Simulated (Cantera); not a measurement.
Equilibrium for carbon deposition, reforming and gasification: C2H6 + O2 + H2

A closed system holds: 1 mol C2H6, 0.0072 mol O2, 89 mol H2, held at 0.100 bar.

These are equilibrium values from Cantera (NASA tables, ideal gas, pure condensed phases), not measurements of a reactor. Candidate condensed phases: C, C6H6, C7H8, C8H18, H2O; 110 gas species. Equilibrium is a limit: real reactors are often held back by kinetics, nucleation or transport.

From 973 K to 2373 K the condensed part is C(graphite). The main C-bearing gas is CH4 at 973 K and C2H2 (acetylene) at 2373 K. The share of C in condensed phases is highest at 1573 K (98.2 %) and lowest at 973 K (42.4 %).

```csv
T (K),log p H2,log p H,log p CH4,log p C2H2 (acetylene),log p CO,log p C4H2,log p C2H,n C(graphite)
973,-1.01,-9.47,-2.90,-10.27,-4.83,<-13,<-13,0.848
1173,-1.00,-7.43,-3.71,-8.21,-4.81,<-13,<-13,1.81
1373,-1.00,-5.98,-4.30,-6.76,-4.81,-12.95,<-13,1.94
1573,-1.00,-4.89,-4.74,-5.69,-4.81,-10.78,-12.11,1.96
1773,-1.00,-4.05,-5.08,-4.85,-4.81,-9.11,-10.01,1.95
1973,-1.00,-3.37,-5.35,-4.20,-4.81,-7.79,-8.33,1.86
2173,-1.01,-2.82,-5.57,-3.66,-4.81,-6.71,-6.97,1.58
2373,-1.02,-2.37,-5.77,-3.23,-4.81,-5.83,-5.84,0.873
```
log p: log10 of the partial pressure in bar; n: condensed amount in mol.
